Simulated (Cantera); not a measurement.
A perfectly stirred reactor is fed with 34.5 % C2H6, 65.5 % N2, at 113 Torr; it is held at 1123 K, and followed from long to short residence time.

Computed with Cantera and GRI-Mech 3.0 (53 species, 325 reactions). GRI-Mech 3.0 stops at C3 and has no aromatics, soot or wall deposition, so with more carbon than oxygen in the feed, carbon stays in small species such as C2H2 where larger ones or solid carbon would form.

One state of this run: x C2H6 = 0.108; x C2H = 6.45e-12; x CH3 = 1.10e-5; x CH2 = 3.84e-11; x H2 = 0.163. x: mole fraction; the columns are a selection and need not sum to one.

Question: Which value of τ (s) does it belong to?
(A) 0.037
(B) 0.29
(C) 0.83
(D) 0.10

Answer: B, 0.29
